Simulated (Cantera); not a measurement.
An isothermal, constant-pressure homogeneous reactor starts with CH4 : H2O = 1 : 1.6 (molar parts), at 1775 K and 1.00 bar.

Model: GRI-Mech 3.0 (53 species, 325 reactions), integrated in Cantera.

x: mole fraction; the columns are a selection and need not sum to one.

```csv
t (s),x CH4,x H2O,x O2,x O,x CH2,x C2H
0.000300,0.326,0.597,1.77e-9,6.41e-9,1.70e-6,___
0.000798,0.249,0.560,3.02e-9,3.68e-9,1.18e-6,___
0.00212,0.164,0.514,2.03e-9,2.22e-9,8.43e-7,___
0.00565,0.0914,0.469,1.01e-9,1.65e-9,6.14e-7,3.44e-7
0.0150,0.0468,0.422,6.97e-10,1.48e-9,4.44e-7,___
0.0399,0.0297,0.360,4.79e-10,1.36e-9,2.97e-7,___
0.106,0.0224,0.281,2.80e-10,1.17e-9,1.69e-7,___
0.283,0.0148,0.203,1.53e-10,9.99e-10,7.91e-8,___
0.752,0.00764,0.149,8.94e-11,8.58e-10,2.98e-8,___
2.00,0.00236,0.125,6.53e-11,7.72e-10,7.35e-9,___
```

**Question.** Fill in the missing entries.

**Answer.** 
- 0.000300, x C2H: 2.93e-8
- 0.000798, x C2H: 1.40e-7
- 0.00212, x C2H: 2.60e-7
- 0.0150, x C2H: 3.72e-7
- 0.0399, x C2H: 3.08e-7
- 0.106, x C2H: 1.91e-7
- 0.283, x C2H: 8.90e-8
- 0.752, x C2H: 2.61e-8
- 2.00, x C2H: 2.62e-9
